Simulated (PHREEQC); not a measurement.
Make-up at 20 °C: 0.24 mmol/kgw CaSO4 and 3.3 mmol/kgw NaF. Closed to the air; pH follows from the charge balance.

The numbers come from PHREEQC with the ion-association model, phreeqc.dat.

```
quantity                     before     after
-------------------------  --------  --------
pH                             7.43      6.86
ionic strength (mol/kgw)    0.00423   0.00422
SO4-2 (mol/kgw)            0.000232  0.000229
CaSO4 (mol/kgw)             5.39e-6   7.26e-6
NaSO4- (mol/kgw)            2.81e-6   3.72e-6
CaOH+ (mol/kgw)            8.56e-10  2.24e-10
SI of Gypsum (CaSO4:2H2O)     -2.92     -2.80
```

Which change was made?
(A) NaF replaced by Na3PO4 at the same molality
(B) temperature from 20 to 80 °C
(C) temperature from 20 to 30 °C
(D) 5e-05 mol/kgw Na2SO4 added

B, temperature from 20 to 80 °C

Precipitation was switched off in this run. Some of these states are supersaturated (in Fluorite, for instance). At this temperature some constants are extrapolated from 25 °C, and those without enthalpy data are left unchanged.
